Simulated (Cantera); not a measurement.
An isothermal, constant-pressure homogeneous reactor starts with NO : N2 = 1 : 9.9 (molar parts), at 1725 K and 1280 Torr.

Computed with Cantera and GRI-Mech 3.0 (53 species, 325 reactions).

Predict: x(NO) at 6.00 s; x(N2) at 6.00 s; x(O) at 6.00 s; x(N2O) at 6.00 s; x(O2) at 6.00 s; x(NO2) at 6.00 s.


```
Property                                           Result
----------------  ---------------------------------------
x(NO) at 6.00 s    0.0740 (gas-phase equilibrium 0.00163)
x(N2) at 6.00 s       0.917 (gas-phase equilibrium 0.953)
x(O) at 6.00 s    4.40e-6 (gas-phase equilibrium 9.51e-6)
x(N2O) at 6.00 s  2.33e-6 (gas-phase equilibrium 1.36e-7)
x(O2) at 6.00 s    0.00879 (gas-phase equilibrium 0.0450)
x(NO2) at 6.00 s  6.05e-5 (gas-phase equilibrium 2.90e-6)
```
